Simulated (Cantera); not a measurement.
Input: 1 mol FeS2, 0.15 mol H2S, 1.8 mol N2, held at 4100 Pa.

Equilibrium computed with Cantera from the NASA thermochemical tables; the gas is ideal and each condensed phase is pure. Candidate condensed phases: Fe, FeS, FeS2, S; 16 gas species. FeS: taken at fixed stoichiometry. Kinetics and transport are ignored.

log p: log10 of the partial pressure in bar; n: condensed amount in mol.

```tsv
T (K)	log p N2	log p S2	log p H2	log p H2S	log p SH	log p S	n FeS(s)	n FeS(l)
1348	-1.53	-2.05	-2.86	-2.97	-4.54	-6.27	1.00	0
1398	-1.53	-2.05	-2.81	[?]	[?]	[?]	1.00	0
1448	-1.53	-2.04	-2.77	-3.12	-4.29	-5.68	1.00	0
1498	-1.53	-2.04	-2.75	[?]	[?]	[?]	0	1.00
1548	-1.53	-2.04	-2.72	-3.28	-4.09	-5.18	0	1.000
1598	-1.53	-2.04	-2.71	-3.36	-4.01	-4.95	0	1.000
1648	-1.53	-2.04	-2.69	-3.44	-3.93	-4.73	0	1.000
```

Task: Complete the blanks.

Result: 
- 1498, log p H2S: -3.20
- 1498, log p SH: -4.19
- 1498, log p S: -5.42
- 1398, log p H2S: -3.05
- 1398, log p SH: -4.41
- 1398, log p S: -5.97
